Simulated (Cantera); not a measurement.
A closed system holds: 1 mol C₂H₄, 0.041 mol H₂O, 0.45 mol H₂, equilibrated at 1350 K.

Equilibrium computed with Cantera from the NASA thermochemical tables; the gas is ideal and each condensed phase is pure. Candidate condensed phases: C, C₆H₆, C₇H₈, C₈H₁₈, H₂O; 110 gas species. The numbers say what is thermodynamically allowed, not how fast it happens.

Problem. At 46.0 Pa, list the 3 most abundant gas species with their mole fractions, and the condensed phases.

Solution. H₂ 0.984, CO 0.0162, H 0.000110. Condensed: C(graphite).
